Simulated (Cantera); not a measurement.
A freely propagating, adiabatic, planar premixed flame of CH4 : O2 : N2 = 1 : 2.74 : 11.2 (molar parts), equivalence ratio 0.73, unburnt at 300 K and 7.70 bar; mixture-averaged transport, grid criteria slope 0.08 and curve 0.16, no radiation.

Model: GRI-Mech 3.0 (53 species, 325 reactions), integrated in Cantera. Burning velocities carry a grid error of a few per cent, more on coarse grids.

**Question.** Predict: laminar burning velocity; thermal thickness; peak x(C2H); peak x(H2O2).

**Answer.** 
```json
{
 "laminar_burning_velocity": "5.65 cm/s",
 "thermal_thickness": "0.262 mm",
 "peak x(C2H)": "<1e-8",
 "peak x(H2O2)": "4.60e-5"
}
```
